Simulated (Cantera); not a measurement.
Charge: 1 mol Si, 0.69 mol Br2, 31 mol N2, held at 0.0210 Torr.

Equilibrium computed with Cantera from the NASA thermochemical tables; the gas is ideal and each condensed phase is pure. Candidate condensed phases: Br2, Si, Si3N4; 13 gas species. N2 is the only nitrogen source here; it is nearly inert below about 1500 K, so the nitride shown seldom forms there in practice. The tables' values for SiBr3, SiBr are old estimates; treat these amounts as uncertain. Rates play no part.

x: gas mole fraction; n: condensed amount in mol.

```
T (K)   x N2     x Br   x SiBr2  x SiBr4   x SiBr3    x SiBr      x Si  n Si3N4(s)  n Si(s)
-----  -----  -------  --------  -------  --------  --------  --------  ----------  -------
573    0.989  1.48e-9    <1e-12   0.0112  2.67e-11    <1e-12    <1e-12       0.218        0
723    0.989  1.19e-6  8.84e-10   0.0112   4.58e-8    <1e-12    <1e-12       0.218        0
873    0.989  9.67e-5   2.39e-6   0.0111   5.94e-6    <1e-12    <1e-12       0.219        0
1023   0.987  0.00213  0.000592   0.0102  0.000171  6.71e-11    <1e-12       0.220        0
1173   0.973        …    0.0125        …  0.000438   9.95e-8         …       0.185        0
1323   0.970        …    0.0135        …   3.05e-5   8.89e-6         …       0.190        0
1473   0.969   0.0189    0.0120  1.38e-8   2.82e-6  0.000285  0.000196           0    0.602
```

**Question.** What belongs in the gaps?

**Answer.** 
- 1173, x Br: 0.0127
- 1173, x SiBr4: 0.00121
- 1173, x Si: 1.03e-10
- 1323, x Br: 0.0165
- 1323, x SiBr4: 2.58e-6
- 1323, x Si: 3.28e-7
